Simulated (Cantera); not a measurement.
An adiabatic, constant-volume homogeneous reactor starts with 6.28 % C₃H₈, 19.6 % O₂, 74.1 % N₂, equivalence ratio 1.6, at 1498 K and 22000 Pa.

Model: GRI-Mech 3.0 (53 species, 325 reactions), integrated in Cantera. GRI-Mech 3.0 was tuned for natural gas; its chemistry of propane as a main component is partial and can be far from experiment.

Task: Predict: time of steepest temperature rise; temperature at 0.100 s; equilibrium temperature; x(O₂) at 0.100 s; x(O) at 0.100 s; x(N₂O) at 0.100 s; x(HCO) at 0.100 s; x(NO₂) at 0.100 s.

Result: 
```json
{
 "time_of_steepest_temperature_rise": "0.222 ms",
 "temperature at 0.100 s": "2822 K",
 "equilibrium_temperature": "2822 K",
 "x(O₂) at 0.100 s": "0.00270 (gas-phase equilibrium 0.00270)",
 "x(O) at 0.100 s": "0.00434 (gas-phase equilibrium 0.00434)",
 "x(N₂O) at 0.100 s": "1.32e-7 (gas-phase equilibrium 1.32e-7)",
 "x(HCO) at 0.100 s": "1.98e-7 (gas-phase equilibrium 1.98e-7)",
 "x(NO₂) at 0.100 s": "2.01e-7 (gas-phase equilibrium 2.01e-7)"
}
```
